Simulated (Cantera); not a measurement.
Input: 1 mol borazine, 4.7 mol H2O, 22 mol H2, equilibrated at 39.0 Pa.

Method: chemical equilibrium by Gibbs-energy minimisation in Cantera with the NASA 1993 tables (ideal gas, pure condensed phases). Candidate condensed phases: B, BN, B2O3, B3O3H3, H2O; 39 gas species. The feed counts by its element totals alone. Kinetics and transport are ignored. All values below are at 1750 K.

Base state: H2 0.869, N2 0.0455, HBO2 0.0297, B2O3 0.0188, HBO 0.0170, H 0.0110, BO 0.00405, H2O 0.00313 (mole fractions); condensed: gas only.

**Question.** What changes in the equilibrium state with this change: pressure from 39.0 Pa to 13.3 mbar?

**Answer.** 
```csv
species,before,after
H2,0.869,0.879
N2,0.0455,0.0458
HBO2,0.0297,0.0291
H,0.0110,0.00189
BO,0.00405,0.000752
HBO,0.0170,0.0186
B2O3,0.0188,0.0199
BO2,2.67e-5,4.47e-6
B2O2,0.00139,0.00164
H2O,0.00313,0.00284
```
